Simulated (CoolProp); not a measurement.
Vapour pressure (bar) of cyclohexane: the reference equation beside estimates from Tc = 280.5 °C, pc = 40.81 bar, ω = 0.209.

Computed with CoolProp (reference Helmholtz-energy equation of state, Zhou 2014).

| T (°C) | reference | Lee-Kesler | van der Waals | Redlich-Kwong | Soave-Redlich-Kwong | Peng-Robinson |
|---|---|---|---|---|---|---|
| 106.05 | 2.046 | 2.046 | 7.316 | 2.963 | 2.045 | 2.044 |
| 118.55 | 2.785 | 2.788 | 8.638 | 3.904 | 2.787 | 2.775 |
| 130.95 | (withheld) | 3.709 | 10.09 | 5.032 | 3.710 | 3.683 |
| 143.45 | (withheld) | 4.851 | 11.72 | 6.387 | 4.857 | 4.812 |
| 155.85 | 6.207 | 6.221 | 13.48 | 7.966 | 6.240 | 6.172 |
| 168.25 | 7.842 | 7.858 | 15.40 | 9.799 | 7.897 | (withheld) |
| 180.75 | 9.790 | 9.805 | 17.51 | 11.92 | 9.876 | 9.753 |
| 193.15 | 12.05 | 12.07 | 19.77 | 14.32 | 12.18 | 12.03 |

**Question.** Some entries are withheld; supply them.

**Answer.** 
- 130.95, reference: 3.702
- 143.45, reference: 4.840
- 168.25, Peng-Robinson: 7.802

Absolute difference from the reference over all 8 rows, mean and median: Lee-Kesler 0.2 and 0.2 %, van der Waals 142.4 and 129.7 %, Redlich-Kwong 30.8 and 30.2 %, Soave-Redlich-Kwong 0.5 and 0.4 %, Peng-Robinson 0.4 and 0.4 %.
